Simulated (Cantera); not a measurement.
Input: 1 mol C₂H₄, 0.14 mol NH₃, 0.00019 mol H₂S, held at 1.00 bar.

Method: chemical equilibrium by Gibbs-energy minimisation in Cantera with the NASA 1993 tables (ideal gas, pure condensed phases). Candidate condensed phases: C, C₆H₆, C₇H₈, C₈H₁₈, S; 100 gas species. Equilibrium is a limit: real reactors are often held back by kinetics, nucleation or transport.

x: gas mole fraction; n: condensed amount in mol.

```json
[
 {"T (°C)": "502", "x H₂": "0.481", "x CH₄": "0.473", "x N₂": "0.0451", "x H": "<1e-12", "x C₂H₂ (acetylene)": "<1e-12", "x HCN": "7.21e-9", "n C(graphite)": "1.27"},
 {"T (°C)": "652", "x H₂": "0.814", "x CH₄": "0.150", "x N₂": "0.0353", "x H": "2.35e-10", "x C₂H₂ (acetylene)": "1.03e-10", "x HCN": "2.40e-7", "n C(graphite)": "1.70"},
 {"T (°C)": "802", "x H₂": "0.929", "x CH₄": "0.0389", "x N₂": "0.0319", "x H": "1.41e-8", "x C₂H₂ (acetylene)": "6.99e-9", "x HCN": "2.73e-6", "n C(graphite)": "1.91"},
 {"T (°C)": "952", "x H₂": "0.957", "x CH₄": "0.0120", "x N₂": "0.0310", "x H": "3.05e-7", "x C₂H₂ (acetylene)": "1.55e-7", "x HCN": "1.68e-5", "n C(graphite)": "1.97"},
 {"T (°C)": "1102", "x H₂": "0.964", "x CH₄": "0.00463", "x N₂": "0.0308", "x H": "3.36e-6", "x C₂H₂ (acetylene)": "1.71e-6", "x HCN": "6.96e-5", "n C(graphite)": "1.99"},
 {"T (°C)": "1252", "x H₂": "0.967", "x CH₄": "0.00213", "x N₂": "0.0306", "x H": "2.33e-5", "x C₂H₂ (acetylene)": "1.17e-5", "x HCN": "0.000216", "n C(graphite)": "1.99"},
 {"T (°C)": "1402", "x H₂": "0.968", "x CH₄": "0.00113", "x N₂": "0.0304", "x H": "0.000114", "x C₂H₂ (acetylene)": "5.62e-5", "x HCN": "0.000547", "n C(graphite)": "2.00"},
 {"T (°C)": "1552", "x H₂": "0.967", "x CH₄": "___", "x N₂": "0.0301", "x H": "___", "x C₂H₂ (acetylene)": "___", "x HCN": "___", "n C(graphite)": "1.99"},
 {"T (°C)": "1702", "x H₂": "0.966", "x CH₄": "___", "x N₂": "0.0295", "x H": "___", "x C₂H₂ (acetylene)": "___", "x HCN": "___", "n C(graphite)": "1.99"},
 {"T (°C)": "1852", "x H₂": "0.962", "x CH₄": "0.000288", "x N₂": "0.0286", "x H": "0.00356", "x C₂H₂ (acetylene)": "0.00161", "x HCN": "0.00388", "n C(graphite)": "1.98"},
 {"T (°C)": "2002", "x H₂": "0.954", "x CH₄": "0.000205", "x N₂": "0.0272", "x H": "0.00829", "x C₂H₂ (acetylene)": "0.00363", "x HCN": "0.00614", "n C(graphite)": "1.97"},
 {"T (°C)": "2152", "x H₂": "0.940", "x CH₄": "0.000150", "x N₂": "0.0254", "x H": "0.0173", "x C₂H₂ (acetylene)": "0.00734", "x HCN": "0.00902", "n C(graphite)": "1.94"},
 {"T (°C)": "2302", "x H₂": "0.916", "x CH₄": "0.000112", "x N₂": "0.0232", "x H": "0.0331", "x C₂H₂ (acetylene)": "0.0135", "x HCN": "0.0124", "n C(graphite)": "1.90"}
]
```

**Question.** Fill in the missing entries.

**Answer.** 
- 1702, x CH₄: 0.000423
- 1702, x H: 0.00134
- 1702, x C₂H₂ (acetylene): 0.000627
- 1702, x HCN: 0.00225
- 1552, x CH₄: 0.000663
- 1552, x H: 0.000433
- 1552, x C₂H₂ (acetylene): 0.000208
- 1552, x HCN: 0.00118
